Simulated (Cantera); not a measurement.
Cantera run:

```python
import numpy as np
import cantera as ct

gas_names = """
    C CH CH2 CH3 CH2OH CH3O CH4 CH3OH CN CO CO2 COOH C2 C2H CHCO,ketyl C2H2,acetylene C2H2,vinylidene
    CH2CO,ketene C2H3,vinyl CH3CN CH3CO,acetyl C2H4 C2H4O,ethylen CH3CHO,ethanal CH3COOH (HCOOH)2 C2H5
    C2H6 CH3OCH3 C2H5OH CCN CNC C2N2 C2O C3 C3H3,propargyl C3H4,allene C3H4,propyne C3H4,cyclo-
    C3H5,allyl C3H6,propylene C3H6,cyclo- C3H6O C3H7,n-propyl C3H7,i-propyl C3H8 C3H8O,1propanol
    C3H8O,2propanol C3O2 C4 C4H2 C4H4,1,3-cyclo- C4H6,butadiene C4H6,2-butyne C4H6,cyclo- C4H8,1-butene
    C4H8,cis2-buten C4H8,tr2-butene C4H8,isobutene C4H8,cyclo- (CH3COOH)2 C4H9,n-butyl C4H9,i-butyl
    C4H9,s-butyl C4H9,t-butyl C4H10,isobutane C4H10,n-butane C4N2 C5 C5H6,1,3cyclo- C5H8,cyclo-
    C5H10,1-pentene C5H10,cyclo- C5H11,pentyl C5H11,t-pentyl C5H12,n-pentane C5H12,i-pentane
    CH3C(CH3)2CH3 C6H2 C6H5,phenyl C6H5O,phenoxy C6H6 C6H5OH,phenol C6H10,cyclo- C6H12,1-hexene
    C6H12,cyclo- C6H13,n-hexyl C7H7,benzyl C7H8 C7H8O,cresol C7H14,1-heptene C7H15,n-heptyl
    C7H16,n-heptane C8H8,styrene C8H10,ethylbenz C8H16,1-octene C8H17,n-octyl C8H18,isooctane
    C8H18,n-octane C9H19,n-nonyl C10H8,naphthale C10H21,n-decyl C12H9,o-bipheny C12H10,bipheny H HCN HCO
    HCCN HNC HNCO HNO HNO2 HNO3 HO2 H2 HCHO,formaldehy HCOOH H2O H2O2 N NCO NH NH2 NH3 NH2OH NO NO2 NO3
    N2 N2H2 N2H4 N2O O OH O2 O3 Si SiC SiC2 SiC4H12 SiH SiH2 SiH3 SiH4 SiN SiO SiO2 Si2 Si2C Si2N Si3
""".split()
cond_names = """
    C(gr) C6H6(L) C7H8(L) C8H18(L),n-octa H2O(s) H2O(L) Si(cr) Si(L) SiC(b) SiO2(Lqz) SiO2(hqz) SiO2(L)
    Si2N2O(s) Si3N4(a)
""".split()


def load(file, names, dense=False):
    # The tables refer to 1 bar. Condensed volumes are neglected.
    table = {s.name: s for s in ct.Species.list_from_file(file)}
    out = []
    for n in names:
        d = dict(table[n].input_data)
        d["thermo"] = dict(d["thermo"], **{"reference-pressure": 1e5})
        if dense:
            d["equation-of-state"] = {"model": "constant-volume", "density": "1e6 g/cm^3"}
        out.append(ct.Species.from_dict(d))
    return out


gas = ct.Solution(thermo="ideal-gas", species=load("nasa_gas.yaml", gas_names))
cond = {s.name: ct.Solution(thermo="fixed-stoichiometry", species=[s], name=s.name)
        for s in load("nasa_condensed.yaml", cond_names, dense=True)}
atoms = {
    'SiC': {'Si': 1, 'C': 1},
    'N2O': {'N': 2, 'O': 1},
    'N2': {'N': 2},
    'H2O': {'H': 2, 'O': 1},
}
top_T = {'C(gr)': 4500, 'SiC(b)': 3050, 'Si2N2O(s)': 2100, 'Si3N4(a)': 2400}  # K; cautious upper limits of use, not melting points


def equilibrate(T, P, feed):
    n = {}
    for name, mol in feed.items():
        for a, k in atoms[name].items():
            n[a] = n.get(a, 0.0) + k * mol
    gas.TPX = T, P, n
    mass = sum(n.values()) * gas.mean_molecular_weight
    gas.equilibrate("TP")
    valid = [c for c in cond.values() if c.min_temp <= T <= top_T.get(c.name, c.max_temp)]
    mix = ct.Mixture([(gas, mass / gas.mean_molecular_weight)] + [(c, 0.0) for c in valid])
    mix.T, mix.P = T, P
    mix.equilibrate("TP", solver="vcs", rtol=1e-11, max_steps=5000)
    return mix


results = []
feed = {'SiC': 1, 'N2O': 0.02, 'N2': 460, 'H2O': 0.0066}  # mol
P = 380  # Pa
for T in [1650, 1675, 1700, 1725, 1750, 1775, 1800, 1825, 1850, 1875, 1900]:
    mix = equilibrate(T, P, feed)
    results.append((T, P, feed, dict(zip(mix.species_names, mix.species_moles))))

top = {s: max(r[3][s] / sum(r[3][g] for g in gas_names) for r in results) for s in gas_names}
cols = sorted((s for s in top if top[s] > 1e-05), key=lambda s: -top[s])[:7]
seen = [c for c in cond_names if any(r[3].get(c, 0) > 1e-12 for r in results)]
print("log10 of partial pressures in bar; condensed amounts in mol")
print(f"{'T/K':>10s}" + "".join(f"{s[:9]:>10s}" for s in cols + seen))
for T, P, feed, n in results:
    ng = sum(n[g] for g in gas_names)
    print(f"{T:10.4g}" + "".join(f"{np.log10(max(n[s] / ng * P / 1e5, 1e-99)):10.3f}" for s in cols)
          + "".join(f"{n.get(c, 0):10.4g}" for c in seen))
```

Result:

```
log10 of partial pressures in bar; condensed amounts in mol
       T/K        N2        Si        CO       SiO         H        H2       HCN     C(gr)    SiC(b)
      1650    -2.420    -7.341    -6.876    -7.062    -7.722    -7.360    -8.586         0    0.9835
      1675    -2.420    -7.165    -6.839    -7.125    -7.629    -7.387    -8.469         0     0.982
      1700    -2.420    -7.013    -6.798    -7.218    -7.543    -7.422    -8.342         0    0.9801
      1725    -2.420    -6.888    -6.757    -7.351    -7.465    -7.467    -8.201         0    0.9779
      1750    -2.420    -6.790    -6.720    -7.533    -7.396    -7.526    -8.047         0    0.9756
      1775    -2.420    -6.720    -6.693    -7.767    -7.340    -7.604    -7.884         0    0.9735
      1800    -2.420    -6.672    -6.676    -8.042    -7.300    -7.708    -7.721         0    0.9716
      1825    -2.420    -6.635    -6.667    -8.338    -7.280    -7.847    -7.570         0    0.9697
      1850    -2.420    -6.601    -6.663    -8.635    -7.281    -8.024    -7.442         0    0.9674
      1875    -2.420    -6.518    -6.661    -8.827    -7.284    -8.202    -7.371  0.004542    0.9602
      1900    -2.420    -6.329    -6.661    -8.798    -7.257    -8.312    -7.378   0.02439    0.9383
```

These are equilibrium values from Cantera (NASA tables, ideal gas, pure condensed phases), not measurements of a reactor.
